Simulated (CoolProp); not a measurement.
Saturated liquid density (kg/m³) of C2F6 (R116): the reference equation beside estimates from Tc = 293.0 K, pc = 3.048 MPa, ω = 0.257. Rackett uses Z = 0.29056 − 0.08775 ω.

Computed with CoolProp (reference Helmholtz-energy equation of state, Lemmon 2006). It is a short technical equation, of lower accuracy than the large ones.

```tsv
T (K)	reference	Rackett	Redlich-Kwong	Soave-Redlich-Kwong
224.2	1466	1538	1322	1384
227.7	1448	1518	1300	1363
231.2	1429	1498	(withheld)	1341
234.7	1410	1477	(withheld)	1318
238.2	1390	1456	1232	1294
241.7	1369	1434	(withheld)	1269
245.2	1348	1411	1182	(withheld)
248.7	1325	1388	1156	1217
252.2	1302	1363	1129	1188
255.7	(withheld)	(withheld)	1100	(withheld)
259.2	1253	1311	1070	1127
262.7	1226	1282	1039	(withheld)
266.2	1197	1252	1006	1058
```

Question: Fill in the missing entries.

Answer: 
- 231.2, Redlich-Kwong: 1278
- 234.7, Redlich-Kwong: 1255
- 241.7, Redlich-Kwong: 1208
- 245.2, Soave-Redlich-Kwong: 1244
- 255.7, reference: 1278
- 255.7, Rackett: 1338
- 255.7, Soave-Redlich-Kwong: 1158
- 262.7, Soave-Redlich-Kwong: 1094

Absolute difference from the reference over all 13 rows, mean and median: Rackett 4.7 and 4.7 %, Redlich-Kwong 12.5 and 12.3 %, Soave-Redlich-Kwong 8.1 and 7.7 %.
